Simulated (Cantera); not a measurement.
Input: 1 mol SiH₂Cl₂, 0.036 mol C₃H₈, 22 mol H₂, equilibrated at 19000 Pa.

Points: T (K) = 1523, 1623, 1723, 1823, 1923, 2023, 2123, 2223, 2323, 2423, 2523, 2623.

Cantera's Mixture.equilibrate('TP', solver="vcs", rtol=1e-11, max_steps=5000) on the NASA tables stopped like this:

```
23 K  P = 19000 Pa  gas = 24.4 mol
   x: H2 9.091e-01  HCL 6.359e-02  H 1.401e-02  SiCL2 8.389e-03  Si 2.420e-03  SiCL 7.944e-04  CL 7.114e-04  SiH 4.258e-04  SiH2 3.015e-04  Si2C 1.535e-04  Si2 4.052e-05  C2H2,acetylene 3.490e-05  SiCL3 2.776e-05
   condensed (mol): Si(L) 0.586  SiC(b) 0.1022
T = 2323 K  P = 19000 Pa  gas = 24.64 mol
   x: H2 8.948e-01  HCL 6.322e-02  H 2.363e-02  SiCL2 7.664e-03  Si 6.000e-03  SiCL 1.357e-03  CL 1.200e-03  SiH 8.724e-04  Si2C 5.233e-04  SiH2 4.601e-04  Si2 1.206e-04  C2H2,acetylene 1.014e-04  Si3 2.235e-05  SiC2 2.098e-05  SiCL3 1.942e-05
   condensed (mol): Si(L) 0.4737  SiC(b) 0.08888
ERROR: FAILURE its = 5001!

*******************************************************************************
CanteraError thrown by MultiPhase::equilibrate:
VCS solver failed. Return code: -1
*******************************************************************************
```

Question: What got this run through?

Answer: This is not unique; one that fits is The failure is numerical, not chemical. The same input converged with solver="gibbs", rtol=1e-10, max_steps=50000, and the result passed a check of the equilibrium conditions:
```
T = 1523 K  P = 19000 Pa  gas = 24.13 mol
   x: H2 9.305e-01  HCL 5.703e-02  SiCL2 1.142e-02  SiCL3 6.337e-04  SiHCL3 1.923e-04  SiCL4 1.050e-04  SiH2CL2 5.668e-05  H 5.115e-05
   condensed (mol): Si(cr) 0.5925  SiC(b) 0.1079
T = 1623 K  P = 19000 Pa  gas = 24.14 mol
   x: H2 9.302e-01  HCL 5.694e-02  SiCL2 1.219e-02  SiCL3 3.771e-04  H 1.529e-04  SiHCL3 6.887e-05  SiH2CL2 2.942e-05  SiCL4 2.721e-05
   condensed (mol): Si(cr) 0.5852  SiC(b) 0.1079
T = 1723 K  P = 19000 Pa  gas = 24.15 mol
   x: H2 9.296e-01  HCL 5.742e-02  SiCL2 1.227e-02  H 4.034e-04  SiCL3 2.291e-04  SiHCL3 2.678e-05  CL 1.930e-05  SiCL 1.874e-05  SiH2 1.578e-05  SiH2CL2 1.571e-05
   condensed (mol): Si(L) 0.588  SiC(b) 0.1079
T = 1823 K  P = 19000 Pa  gas = 24.16 mol
   x: H2 9.279e-01  HCL 5.942e-02  SiCL2 1.140e-02  H 9.574e-04  SiCL3 1.400e-04  SiCL 4.733e-05  CL 4.678e-05  SiH2 3.259e-05  Si 2.327e-05  SiHCL3 1.101e-05  SiH 1.044e-05
   condensed (mol): Si(L) 0.61  SiC(b) 0.1079
T = 1923 K  P = 19000 Pa  gas = 24.17 mol
   x: H2 9.258e-01  HCL 6.106e-02  SiCL2 1.058e-02  H 2.079e-03  SiCL 1.079e-04  CL 1.032e-04  Si 8.928e-05  SiCL3 8.925e-05  SiH2 6.231e-05  SiH 3.064e-05
   condensed (mol): Si(L) 0.6267  SiC(b) 0.1078
T = 2023 K  P = 19000 Pa  gas = 24.21 mol
   x: H2 9.226e-01  HCL 6.234e-02  SiCL2 9.823e-03  H 4.185e-03  Si 2.994e-04  SiCL 2.257e-04  CL 2.100e-04  SiH2 1.115e-04  SiH 8.064e-05  SiCL3 5.895e-05
   condensed (mol): Si(L) 0.6351  SiC(b) 0.1075
T = 2123 K  P = 19000 Pa  gas = 24.27 mol
   x: H2 9.176e-01  HCL 6.323e-02  SiCL2 9.099e-03  H 7.884e-03  Si 8.948e-04  SiCL 4.377e-04  CL 3.987e-04  SiH 1.931e-04  SiH2 1.882e-04  SiCL3 4.005e-05  Si2C 3.991e-05  Si2 1.225e-05  C2H2,acetylene 1.076e-05
   condensed (mol): Si(L) 0.6274  SiC(b) 0.1064
T = 2223 K  P = 19000 Pa  gas = 24.4 mol
   x: H2 9.091e-01  HCL 6.359e-02  H 1.401e-02  SiCL2 8.389e-03  Si 2.420e-03  SiCL 7.944e-04  CL 7.114e-04  SiH 4.258e-04  SiH2 3.015e-04  Si2C 1.535e-04  Si2 4.052e-05  C2H2,acetylene 3.490e-05  SiCL3 2.776e-05
   condensed (mol): Si(L) 0.586  SiC(b) 0.1022
T = 2323 K  P = 19000 Pa  gas = 24.64 mol
   x: H2 8.948e-01  HCL 6.322e-02  H 2.363e-02  SiCL2 7.664e-03  Si 6.000e-03  SiCL 1.357e-03  CL 1.200e-03  SiH 8.724e-04  Si2C 5.233e-04  SiH2 4.601e-04  Si2 1.206e-04  C2H2,acetylene 1.014e-04  Si3 2.235e-05  SiC2 2.098e-05  SiCL3 1.942e-05
   condensed (mol): Si(L) 0.4737  SiC(b) 0.08888
T = 2423 K  P = 19000 Pa  gas = 25.09 mol
   x: H2 8.707e-01  HCL 6.179e-02  H 3.796e-02  Si 1.379e-02  SiCL2 6.887e-03  SiCL 2.190e-03  CL 1.917e-03  SiH 1.672e-03  Si2C 1.606e-03  SiH2 6.687e-04  Si2 3.271e-04  C2H2,acetylene 2.661e-04  SiC2 1.123e-04  Si3 5.823e-05  SiCL3 1.353e-05
   condensed (mol): Si(L) 0.2146  SiC(b) 0.0484
T = 2523 K  P = 19000 Pa  gas = 25.65 mol
   x: H2 8.396e-01  HCL 6.226e-02  H 5.842e-02  Si 2.220e-02  SiCL2 5.003e-03  CL 3.056e-03  SiCL 2.634e-03  Si2C 2.369e-03  SiH 2.263e-03  SiH2 6.984e-04  C2H2,acetylene 5.631e-04  Si2 4.592e-04  SiC2 3.463e-04  Si3 5.895e-05
   condensed (mol): none
T = 2623 K  P = 19000 Pa  gas = 26.14 mol
   x: H2 8.077e-01  H 8.684e-02  HCL 6.358e-02  Si 2.580e-02  CL 4.781e-03  SiCL2 2.880e-03  SiCL 2.376e-03  SiH 2.234e-03  Si2C 1.568e-03  C2H2,acetylene 7.632e-04  SiH2 5.413e-04  SiC2 4.993e-04  Si2 3.518e-04  Si3 2.498e-05
   condensed (mol): none
```

The gas is ideal and each condensed phase is pure. Mutual solubility and eutectic melting of coexisting phases are not modelled. The tables' values for SiCl, SiCl3 are old estimates; treat these amounts as uncertain. Gases not in the tables: Si2H6 and higher silanes.
